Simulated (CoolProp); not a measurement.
Aqueous ammonia as a coolant, 15 % by mass, freezing at -23.3 °C, 1 atm.

Model: Melinder's fits for secondary coolants, in CoolProp.

| T (°C) | cp (kJ/(kg K)) | viscosity (mPa s) | Prandtl number | conductivity (W/(m K)) |
|---|---|---|---|---|
| -17.8 | 4.256 | 4.20 | 40.9 | 0.438 |
| -9.1 | ? | 2.92 | 27.3 | 0.453 |
| -0.4 | ? | 2.16 | 19.5 | 0.468 |
| 8.4 | ? | ? | ? | 0.482 |
| 17.1 | 4.204 | ? | ? | 0.497 |
| 25.8 | 4.198 | 1.04 | 8.47 | 0.513 |

Task: Some entries are withheld; supply them.

Result: 
- -9.1, cp (kJ/(kg K)): 4.239
- -0.4, cp (kJ/(kg K)): 4.225
- 8.4, cp (kJ/(kg K)): 4.213
- 8.4, viscosity (mPa s): 1.66
- 8.4, Prandtl number: 14.5
- 17.1, viscosity (mPa s): 1.31
- 17.1, Prandtl number: 11.1
